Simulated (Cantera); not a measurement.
Charge: 1 mol Si₃N₄, a varied amount of H₂O, 490 mol H₂, at 627 °C and 2.80 bar.

Method: chemical equilibrium by Gibbs-energy minimisation in Cantera with the NASA 1993 tables (ideal gas, pure condensed phases). Candidate condensed phases: H₂O, Si, SiO₂, Si₂N₂O, Si₃N₄; 35 gas species. The numbers say what is thermodynamically allowed, not how fast it happens.

Q: Which condensed phases are stable at each of these points (n(H₂O) (mol)): 0.0025, 0.0054, 0.012, 0.025, 0.053, 0.11, 0.24, 0.51, 1.1, 2.3?

A: 
| n(H₂O) (mol) | condensed phases | Si condensed (%) |
|---|---|---|
| 0.0025 | Si₂N₂O(s) + Si₃N₄(s) | 100.0 |
| 0.0054 | Si₂N₂O(s) + Si₃N₄(s) | 100.0 |
| 0.012 | Si₂N₂O(s) + Si₃N₄(s) | 100.0 |
| 0.025 | Si₂N₂O(s) + Si₃N₄(s) | 100.0 |
| 0.053 | Si₂N₂O(s) + Si₃N₄(s) | 100.0 |
| 0.11 | Si₂N₂O(s) + Si₃N₄(s) | 100.0 |
| 0.24 | Si₂N₂O(s) + Si₃N₄(s) | 100.0 |
| 0.51 | Si₂N₂O(s) + Si₃N₄(s) | 100.0 |
| 1.1 | Si₂N₂O(s) + Si₃N₄(s) | 100.0 |
| 2.3 | SiO₂(β-quartz) + Si₂N₂O(s) | 100.0 |

From 0.0025 mol H₂O to 1.1 mol H₂O the condensed part is Si₂N₂O(s) + Si₃N₄(s). At 2.3 mol H₂O the condensed part is SiO₂(β-quartz) + Si₂N₂O(s).
